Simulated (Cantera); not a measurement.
What does this Cantera script print?

```python
import numpy as np
import cantera as ct

gas_names = """
    F F2 H HF H2 H2F2 H3F3 H4F4 H5F5 H6F6 H7F7 Mg MgF MgF2 MgH Mg2 Mg2F4
""".split()
cond_names = """
    Mg(cr) Mg(L) MgF2(s) MgF2(L)
""".split()


# ... load() reads the species with a 1 bar reference pressure and builds the phases ...
atoms = {
    'MgF2': {'Mg': 1, 'F': 2},
    'HF': {'H': 1, 'F': 1},
    'H2': {'H': 2},
}
top_T = {}  # K; cautious upper limits of use, not melting points


# ... equilibrate(T, P, feed) seeds the gas with the atoms and calls Mixture.equilibrate('TP', solver="vcs", rtol=1e-11, max_steps=5000) ...
results = []
feed = {'MgF2': 1, 'HF': 0.29, 'H2': 9.2}  # mol
P = 13332.2  # Pa
for T in [975, 1050, 1125, 1200, 1275, 1350, 1425, 1500, 1575, 1650, 1725, 1800, 1875]:
    mix = equilibrate(T, P, feed)
    results.append((T, P, feed, dict(zip(mix.species_names, mix.species_moles))))
    x = sorted(zip(gas.X, gas.species_names), reverse=True)
    print(f"T = {T:g} K  P = {P:g} Pa  gas = {mix.phase_moles(0):.4g} mol")
    print("   x: " + "  ".join(f"{s} {v:.3e}" for v, s in x if v > 0.0001))
    print("   condensed (mol): " + ("  ".join(f"{mix.phase(i).name} {mix.phase_moles(i):.4g}"
          for i in range(1, mix.n_phases) if mix.phase_moles(i) > 1e-12) or "none"))
```

Output:

```
T = 975 K  P = 13332.2 Pa  gas = 9.49 mol
   x: H2 9.694e-01  HF 3.056e-02
   condensed (mol): MgF2(s) 1
T = 1050 K  P = 13332.2 Pa  gas = 9.49 mol
   x: H2 9.694e-01  HF 3.056e-02
   condensed (mol): MgF2(s) 1
T = 1125 K  P = 13332.2 Pa  gas = 9.49 mol
   x: H2 9.694e-01  HF 3.056e-02
   condensed (mol): MgF2(s) 1
T = 1200 K  P = 13332.2 Pa  gas = 9.49 mol
   x: H2 9.694e-01  HF 3.056e-02
   condensed (mol): MgF2(s) 1
T = 1275 K  P = 13332.2 Pa  gas = 9.49 mol
   x: H2 9.694e-01  HF 3.056e-02
   condensed (mol): MgF2(s) 1
T = 1350 K  P = 13332.2 Pa  gas = 9.49 mol
   x: H2 9.694e-01  HF 3.056e-02
   condensed (mol): MgF2(s) 0.9999
T = 1425 K  P = 13332.2 Pa  gas = 9.491 mol
   x: H2 9.693e-01  HF 3.056e-02
   condensed (mol): MgF2(s) 0.9992
T = 1500 K  P = 13332.2 Pa  gas = 9.494 mol
   x: H2 9.690e-01  HF 3.056e-02  MgF2 4.142e-04
   condensed (mol): MgF2(s) 0.996
T = 1575 K  P = 13332.2 Pa  gas = 9.506 mol
   x: H2 9.676e-01  HF 3.065e-02  MgF2 1.516e-03  H 1.120e-04
   condensed (mol): MgF2(L) 0.9847
T = 1650 K  P = 13332.2 Pa  gas = 9.545 mol
   x: H2 9.632e-01  HF 3.149e-02  MgF2 4.418e-03  Mg 4.388e-04  H 2.442e-04  MgF 2.235e-04
   condensed (mol): MgF2(L) 0.9515
T = 1725 K  P = 13332.2 Pa  gas = 9.667 mol
   x: H2 9.485e-01  HF 3.589e-02  MgF2 1.163e-02  Mg 2.433e-03  MgF 1.003e-03  H 4.954e-04
   condensed (mol): MgF2(L) 0.8541
T = 1800 K  P = 13332.2 Pa  gas = 9.982 mol
   x: H2 9.115e-01  HF 4.826e-02  MgF2 2.801e-02  Mg 7.940e-03  MgF 3.257e-03  H 9.362e-04
   condensed (mol): MgF2(L) 0.6079
T = 1875 K  P = 13332.2 Pa  gas = 10.68 mol
   x: H2 8.386e-01  HF 7.111e-02  MgF2 6.242e-02  Mg 1.773e-02  MgF 8.319e-03  H 1.644e-03
   condensed (mol): MgF2(L) 0.05326
```

Method: chemical equilibrium by Gibbs-energy minimisation in Cantera with the NASA 1993 tables (ideal gas, pure condensed phases). The tables' values for MgH are old estimates; treat these amounts as uncertain.
